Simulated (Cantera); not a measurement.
An isothermal, constant-pressure homogeneous reactor starts with 38.5 % NO, 61.5 % N2, at 1650 K and 64.5 Torr.

Model: GRI-Mech 3.0 (53 species, 325 reactions), integrated in Cantera.

x: mole fraction; the columns are a selection and need not sum to one.

```csv
t (s),x NO,x N2O,x NO2,x O,x O2
1.00e-6,0.385,6.79e-10,<1e-12,6.79e-10,<1e-12
5.76e-6,0.385,___,5.32e-12,___,<1e-12
3.31e-5,0.385,2.25e-8,1.74e-10,2.23e-8,2.42e-12
0.000191,0.385,1.29e-7,5.59e-9,1.24e-7,7.81e-11
0.00110,0.385,7.41e-7,1.60e-7,5.91e-7,2.35e-9
0.00632,0.385,___,___,___,___
0.0364,0.385,1.98e-5,2.04e-5,3.56e-6,3.38e-6
0.210,0.384,4.94e-5,4.28e-5,5.78e-6,9.90e-5
1.21,0.383,5.25e-5,4.85e-5,6.41e-6,0.000803
6.95,0.375,4.99e-5,6.93e-5,8.65e-6,0.00482
40.0,0.333,3.83e-5,0.000122,1.56e-5,0.0259
```

Task: Complete the blanks.

Result: 
- 5.76e-6, x N2O: 3.91e-9
- 5.76e-6, x O: 3.91e-9
- 0.00632, x N2O: 4.13e-6
- 0.00632, x NO2: 2.79e-6
- 0.00632, x O: 1.62e-6
- 0.00632, x O2: 7.01e-8
